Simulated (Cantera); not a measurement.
Adiabatic ignition

An adiabatic, constant-volume homogeneous reactor starts with CO : H₂ : CH₄ : O₂ : N₂ = 1 : 0.43 : 0.18 : 1.43 : 11 (molar parts), equivalence ratio 0.75, at 1675 K and 2.70 bar.

Cantera simulation using GRI-Mech 3.0 (53 species, 325 reactions); the numbers are that mechanism's predictions, not measurements.

| t (s) | T (K) | P (bar) | x CO | x H₂ | x CH₄ | x OH | x H₂O₂ | x H₂O |
|---|---|---|---|---|---|---|---|---|
| 4.00e-6 | 1675 | 2.70 | 0.0712 | 0.0306 | 0.0128 | 5.20e-6 | 1.60e-8 | 2.88e-5 |
| 1.23e-5 | 1763 | 2.85 | 0.0732 | 0.0261 | 0.00663 | 0.00143 | 1.01e-6 | 0.0119 |
| 3.78e-5 | 2363 | 3.74 | 0.0355 | 0.00493 | <1e-12 | 0.0109 | 1.95e-7 | 0.0433 |
| 0.000116 | 2638 | 4.11 | 0.0213 | 0.00243 | <1e-12 | 0.00865 | 1.69e-7 | 0.0506 |
| 0.000357 | 2685 | 4.17 | 0.0177 | 0.00198 | <1e-12 | 0.00782 | 1.93e-7 | 0.0520 |
| 0.00110 | 2678 | 4.15 | 0.0176 | 0.00198 | <1e-12 | 0.00756 | 1.85e-7 | 0.0521 |
| 0.00337 | 2669 | 4.14 | 0.0176 | 0.00198 | <1e-12 | 0.00729 | 1.77e-7 | 0.0523 |
| 0.0103 | 2668 | 4.14 | 0.0176 | 0.00198 | <1e-12 | 0.00723 | 1.75e-7 | 0.0523 |
| 0.0318 | 2668 | 4.14 | 0.0176 | 0.00198 | <1e-12 | 0.00723 | 1.75e-7 | 0.0523 |
| 0.0976 | 2668 | 4.14 | 0.0176 | 0.00198 | <1e-12 | 0.00723 | 1.75e-7 | 0.0523 |
| 0.300 | 2668 | 4.14 | 0.0176 | 0.00198 | <1e-12 | 0.00723 | 1.75e-7 | 0.0523 |
x: mole fraction; the columns are a selection and need not sum to one.

| Item | Value |
|---|---|
| time of steepest temperature rise | 13.5 µs |
| temperature at 0.300 s | 2668 K |
| equilibrium temperature | 2668 K |
| x(CO) at 0.300 s | 0.0176 (gas-phase equilibrium 0.0176) |
| x(H₂) at 0.300 s | 0.00198 (gas-phase equilibrium 0.00198) |
| x(CH₄) at 0.300 s | <1e-12 (gas-phase equilibrium <1e-12) |
